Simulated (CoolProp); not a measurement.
Vapour-liquid equilibrium of CH2F2 (R32) (1) + methanol (2) at 306 K; x and y are mole fractions of (1).

Model: multi-fluid Helmholtz-energy mixture model, Tillner-Roth 1997 and de Reuck 1993; pair parameters Bell 2016, in CoolProp.

```tsv
x	bubble pressure (bar)	y at the bubble point	dew pressure at overall composition x (bar)	liquid density (mol/L)
0.05	3.084	0.917	0.2658	24.17
0.15	7.696	0.965	0.2968	23.84
0.25	10.93	0.975	0.3360	23.45
0.35	13.01	0.979	0.3875	23.01
0.45	14.28	0.981	0.4579	22.49
0.55	15.08	0.982	0.5597	21.89
0.65	15.76	0.983	0.7202	21.21
0.75	16.56	0.985	1.010	20.42
0.85	17.73	0.988	1.692	19.51
0.95	19.51	0.995	5.228	18.44
```

No azeotrope shows between x = 0.05 and 0.95.

The pair parameters rest on a limited set of measurements; away from them the model extrapolates. The gap from Raoult's law changes sign with composition, which may be real or a fault of the pair parameters; it wasn't checked against measurements. With so large a gap from Raoult's law the liquid may split in two, which this calculation doesn't test in full.
